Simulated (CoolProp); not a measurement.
Vapour-liquid equilibrium of cis-2-butene (1) + acetone (2) at -15.45 °C; x and y are mole fractions of (1).

Model: multi-fluid Helmholtz-energy mixture model, Lemmon 2005 and Lemmon 2006; pair parameters Bell 2016, in CoolProp.

**Question.** Give the bubble pressure and the first vapour's composition at x = 0.05, 0.2, 0.95. Is there an azeotrope?

**Answer.** x = 0.05: 11.27 kPa, y = 0.671; x = 0.2: 26.87 kPa, y = 0.877; x = 0.95: 44.57 kPa, y = 0.979. No azeotrope shows between x = 0.05 and 0.95.

Pair parameters are fitted to limited data, so mixtures are less certain than the pure fluids. With so large a gap from Raoult's law the liquid may split in two, which this calculation doesn't test in full.
